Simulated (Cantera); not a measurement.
MgCl2 + O2 + H2 (halide evaporation, hydrolysis and transport)

Charge: 1 mol MgCl2, a varied amount of O2, 0.47 mol H2, equilibrated at 1100 K and 2.50 Pa.

Equilibrium computed with Cantera from the NASA thermochemical tables; the gas is ideal and each condensed phase is pure. Candidate condensed phases: H2O, Mg, MgCl2, MgO, Mg(OH)2; 22 gas species. Rates play no part.

```
n(O2) (mol)    x O2  x HCl   x Cl2    x Cl  x MgCl2     x H2O    x ClO  n MgO(s)
-----------  ------  -----  ------  ------  -------  --------  -------  --------
0.43         0.0165  0.590   0.153   0.118    0.121  0.000260  3.70e-6     0.807
0.58         0.0790  0.547   0.180   0.128   0.0653  0.000415  8.76e-6     0.888
0.77          0.164  0.494   0.173   0.126   0.0436  0.000505  1.24e-5     0.917
1             0.250  0.440   0.157   0.120   0.0320  0.000546  1.46e-5     0.932
1.4           0.366  0.369   0.132   0.110   0.0223  0.000554  1.62e-5     0.943
1.8           0.450  0.318   0.113   0.102   0.0171  0.000535  1.65e-5     0.950
2.4           0.541  0.263  0.0912  0.0915   0.0127  0.000496  1.63e-5     0.955
3.2           0.623  0.214  0.0719  0.0813  0.00930  0.000447  1.56e-5     0.959
4.3           0.696  0.171  0.0549  0.0710  0.00671  0.000393  1.44e-5     0.963
5.7           0.756  0.136  0.0414  0.0617  0.00487  0.000342  1.30e-5     0.966
7.6           0.807  0.106  0.0305  0.0529  0.00346  0.000294  1.15e-5     0.969
```
x: gas mole fraction; n: condensed amount in mol.

From 0.43 mol O2 to 7.6 mol O2 the condensed part is MgO(s). The main Mg-bearing gas is MgCl2 throughout. The share of Mg in condensed phases is highest at 7.6 mol O2 (96.9 %) and lowest at 0.43 mol O2 (80.7 %).
